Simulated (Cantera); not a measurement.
Cantera with NASA thermochemical tables; ideal gases at 1 bar, condensed phases pure. Values are per mole of reaction as written; species without (g) are pure solids or liquids, kept so even where they would boil at 1 bar.

Between 300 and 1273 K, where is each reaction favourable under standard conditions?
- V + O2(g) = VO2(g)
- 4 Al + O2(g) = 2 Al2O(g)
- 2 Ti + O2(g) = 2 TiO(g)


- V + O2(g) = VO2(g): ΔG° is -242 kJ at 300 K and -265 kJ at 1273 K; it stays negative (K > 1). ΔH° is -241 kJ and ΔS° 19 J/K at 1273 K.
- 4 Al + O2(g) = 2 Al2O(g): ΔG° is -346 kJ at 300 K and -488 kJ at 1273 K; it stays negative (K > 1). ΔH° is -366 kJ and ΔS° 95 J/K at 1273 K.
- 2 Ti + O2(g) = 2 TiO(g): ΔG° is 49 kJ at 300 K and -131 kJ at 1273 K; it changes sign between 300 and 673 K. ΔH° is 81 kJ and ΔS° 166 J/K at 1273 K.
